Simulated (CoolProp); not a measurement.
A simple Rankine cycle with hexamethyldisiloxane (MM): condensing at 315.15 K, boiler at 0.167 MPa, turbine inlet 432 K, turbine efficiency 0.75, pump efficiency 0.6, no recuperator. Each further row changes one setting.

Values from CoolProp's reference Helmholtz-energy equation of state, Thol 2016.

| case | thermal efficiency (%) | net work (kJ/kg) | heat in (kJ/kg) | turbine exit temperature (K) | volume ratio over the turbine |
|---|---|---|---|---|---|
| as stated | 9.7 | 40.1 | 414 | 407.3 | 13.4 |
| turbine inlet 452 K | 9.3 | 42.2 | 452 | 427.2 | 13.3 |
| condensing temperature 307.15 K | 10.6 | 45.6 | 429 | 404.1 | 19.2 |
| boiler pressure 0.117 MPa | 8.4 | 35.1 | 416 | 411.0 | 9.28 |
| turbine efficiency 0.65 | 8.4 | 34.7 | 414 | 410.3 | 13.5 |
